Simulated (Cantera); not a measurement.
A closed system holds: 1 mol Pb, 0.012 mol H₂O, 0.91 mol CO, held at 1300 °C and 0.190 bar.

Equilibrium computed with Cantera from the NASA thermochemical tables; the gas is ideal and each condensed phase is pure. Candidate condensed phases: C, C₆H₆, C₇H₈, C₈H₁₈, H₂O, Pb, PbO, PbO₂, Pb₃O₄; 113 gas species. The numbers say what is thermodynamically allowed, not how fast it happens.

Base state: CO 0.728, Pb 0.253, H₂ 0.00937, CO₂ 0.00937, H₂O 0.000349, Pb₂ 0.000165 (mole fractions); condensed: Pb(l).

Problem. What changes in the equilibrium state with this change: pressure from 0.190 bar to 0.130 bar?

Solution. 
| species | before | after |
|---|---|---|
| CO | 0.728 | 0.614 |
| Pb | 0.253 | 0.369 |
| H₂ | 0.00937 | 0.00790 |
| CO₂ | 0.00937 | 0.00790 |
| Pb₂ | 0.000165 | 0.000241 |
| H₂O | 0.000349 | 0.000294 |
| H | 9.03e-6 | 1.00e-5 |
| Pb(l), mol | 0.688 | 0.459 |

Problem. What changes in the equilibrium state with this change: pressure from 0.190 bar to 1.00 bar?

Solution. 
```tsv
species	before	after
CO	0.728	0.928
Pb	0.253	0.0480
CO₂	0.00937	0.0119
H₂	0.00937	0.0119
Pb₂	0.000165	3.13e-5
H₂O	0.000349	0.000445
Pb(l), mol	0.688	0.953
```
